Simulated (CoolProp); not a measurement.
Properties of n-decane along the isobar 0.101 MPa.

The numbers come from the reference Helmholtz-energy equation of state, Lemmon 2006 in CoolProp. It is a short technical equation, of lower accuracy than the large ones.

| T (K) | phase | density (kg/m³) | speed of sound (m/s) | viscosity (µPa s) | conductivity (mW/(m K)) |
|---|---|---|---|---|---|
| 470.5 | gas | 3.872 | 159.7 | 8.12 | 23.7 |
| 484.1 | gas | 3.741 | 162.8 | 8.35 | 25.1 |
| 497.7 | gas | 3.621 | 165.9 | 8.59 | 26.6 |
| 511.3 | gas | 3.509 | 168.8 | 8.82 | 28.1 |
| 524.9 | gas | 3.405 | 171.6 | 9.06 | 29.7 |
| 538.5 | gas | 3.308 | 174.3 | 9.29 | 31.2 |
| 552.1 | gas | 3.217 | 177.0 | 9.52 | 32.8 |
| 565.7 | gas | 3.132 | 179.5 | 9.75 | 34.4 |
| 579.2 | gas | 3.052 | 182.0 | 9.97 | 36.0 |
| 592.8 | gas | 2.976 | 184.4 | 10.2 | 37.7 |
| 606.4 | gas | 2.904 | 186.8 | 10.4 | 39.3 |
| 620 | gas | 2.836 | 189.2 | 10.7 | 41.0 |

Viscosity comes from a separate model (Huber 2004). Thermal conductivity comes from a separate model (Huber 2005).
